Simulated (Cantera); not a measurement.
Input: 1 mol TEOS, 0.74 mol O3, held at 1.20 mbar.

These are equilibrium values from Cantera (NASA tables, ideal gas, pure condensed phases), not measurements of a reactor. Candidate condensed phases: C, C6H6, C7H8, C8H18, H2O, Si, SiC, SiO2; 123 gas species. The feed counts by its element totals alone. The tables hold silica as quartz up to 1696 K and as liquid above; real silica turns to tridymite and cristobalite and melts near 1996 K. Equilibrium is a limit: real reactors are often held back by kinetics, nucleation or transport.

### Question
At 1225 K, list the 3 most abundant gas species with their mole fractions, and the condensed phases.

### Answer
H2 0.703, CO 0.297, SiO 1.13e-5. Condensed: C(graphite) + SiO2(β-quartz).
